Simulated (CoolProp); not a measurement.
Saturation properties of c-C4F8 (RC318) (Tc = 388.4 K, pc = 27.78 bar, ω = 0.355).

Model: reference Helmholtz-energy equation of state, Platzer 1990, in CoolProp. This equation is an older, rougher fit; its heat capacities, sound speeds and derivatives of the liquid may be far off and weren't checked against measurements.

```csv
T (K),p (bar),liquid density (kg/m³),vapour density (kg/m³),vapour viscosity (µPa s),liquid conductivity (mW/(m K))
301.1,3.430,1486,30.72,11.0,64.4
308.5,4.296,1455,38.38,11.4,62.5
315.9,5.316,1423,47.55,11.9,60.4
323.2,6.490,1389,58.37,12.4,58.4
330.6,7.868,1353,71.47,13.0,56.3
338,9.454,1315,87.22,13.6,54.1
345.3,11.24,1273,106.0,14.3,51.9
352.7,13.30,1227,129.3,15.2,49.7
360.1,15.63,1176,158.4,16.2,47.5
367.4,18.23,1116,195.6,17.7,45.3
374.8,21.21,1041,247.8,19.8,43.2
382.2,24.58,932.6,332.2,23.6,42.1
```

It boils at 267.2 K under 1 atm.

Viscosity comes from a separate model (Huber 2003), an estimate that may be off by 10 % or more. Thermal conductivity comes from a separate model (Huber 2003), an estimate that may be off by 10 % or more.
